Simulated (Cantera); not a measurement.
Input: 1 mol SiH4, 0.28 mol N2, 10 mol H2, at 1550 K and 5.78 Torr.

These are equilibrium values from Cantera (NASA tables, ideal gas, pure condensed phases), not measurements of a reactor. Candidate condensed phases: Si, Si3N4; 18 gas species. Mutual solubility and eutectic melting of coexisting phases are not modelled. Equilibrium is a limit: real reactors are often held back by kinetics, nucleation or transport.

### Question
What is the equilibrium state?

### Answer
- x(H2) = 0.984
- x(N2) = 0.0159
- x(H) = 0.000356
- x(Si) = 4.31e-6
- x(SiH2) = 2.75e-6
- n(Si(s)) = 0.872 mol
- n(Si3N4(s)) = 0.0428 mol
- gas amount = 12.20 mol
